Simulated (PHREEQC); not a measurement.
Solution (75 °C): 0.033 mol/kgw HF, 0.2 mol/kgw (CH3)4NF and 2.3e-07 mol/kgw H4SiO4. It is in equilibrium with CO2 at log p = -1 (atm). Otherwise closed; pH follows from the charge balance.

Computed with PHREEQC (ion-association model, wateq4f.dat).

This is a speciation only: nothing precipitates in the calculation.

Q: Order these F species by the share of F that they hold, largest first: HF2-, H2F2, HF, F-.

A: F- (79 %), HF2- (13 %), HF (7.6 %), H2F2 (0.10 %)

The pH is 4.43 and the ionic strength 0.200 mol/kgw. Species that the database lacks are ignored. (CH3)4N+ isn't in the database: it is added as a free cation with an ion size of 4 Å. At this temperature some constants are extrapolated from 25 °C, and those without enthalpy data are left unchanged. SiF6-2 is the database's only silicon fluoride.
